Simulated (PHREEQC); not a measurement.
Model water analysis in mg/L, 13 °C, pH 5.5, pe 11.3:

```tsv
constituent	mg/L
Na	1.34
K	4.13
Ca	9.84
Mg	2.27
Cl	11.7
S(6) as SO4	11
Alkalinity as HCO3	19.6
O(0) (dissolved oxygen)	0.642
Sr	0.663
```

Valence states are taken as typed.

Equilibrium calculation in PHREEQC: ion-association model, phreeqc.dat.

This is a speciation only: nothing precipitates in the calculation.

**Question.** What charge-balance error does the model give?

**Answer.** charge-balance error -1.4 %.

**Question.** In which forms is Ca present?

**Answer.** Ca+2 98 %, CaSO4 1.3 % of the Ca.

Constants without temperature data keep their 25 °C values here.
